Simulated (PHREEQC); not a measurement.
Make-up at 72 °C: 0.39 mol HF, 0.27 mol NH4F, 0.00084 mol H2SiF6 and 0.39 mol H3PO4 per kg of water. Closed to the air; pH follows from the charge balance.

All values are PHREEQC results (ion-association model, wateq4f.dat), not measurements.

| quantity | before | after |
|---|---|---|
| pH | 2.21 | 2.39 |
| ionic strength (mol/kgw) | 0.279 | 0.276 |
| HF (mol/kgw) | 0.393 | 0.186 |
| H2PO4- (mol/kgw) | 0.198 | 0.237 |
| H3PO4 (mol/kgw) | 0.192 | 0.153 |
| H2F2 (mol/kgw) | 0.0687 | 0.0153 |
| SI of Quartz (SiO2) | -9.61 | -8.00 |

Name the change that produced these shifts.
A) 0.0072 mol/kgw HCl added
B) temperature from 72 to 40 °C
C) diluted 100-fold with water
D) HF left out

D, HF left out

No solid was allowed to form. wateq4f.dat counts part of the HF as a dimer, H2F2, which phreeqc.dat doesn't know; its constant is uncertain. H3PO4, which wateq4f.dat lacks, is added to it with the constant of phreeqc.dat. Away from 25 °C the constants follow the database's enthalpies or fits; those with neither stay at their 25 °C values. SiF6-2 is the database's only silicon fluoride.
